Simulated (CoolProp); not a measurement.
Methane at 545.84 K and 0.263 MPa flows at 0.83 m/s in a round tube of 4.6 mm bore and 45 µm roughness, fully developed (64/Re and Nu = 3.66 if laminar; Colebrook and Gnielinski if turbulent). Each further row changes one setting.

The numbers come from the reference Helmholtz-energy equation of state, Setzmann 1991 in CoolProp.

| case | Reynolds number | Darcy friction factor | pressure drop (Pa/m) | heat-transfer coefficient (W/(m² K)) | mass flow (kg/h) |
|---|---|---|---|---|---|
| as stated | 195 | 0.328 | 22.8 | 61.8 | 0.0462 |
| velocity 1.66 m/s | 391 | 0.164 | 45.6 | 61.8 | 0.0923 |
| diameter 9.2 mm | 391 | 0.164 | 5.70 | 30.9 | 0.185 |

Viscosity comes from a separate model (Quiñones-Cisneros 2006). Thermal conductivity comes from a separate model (Friend 1989).
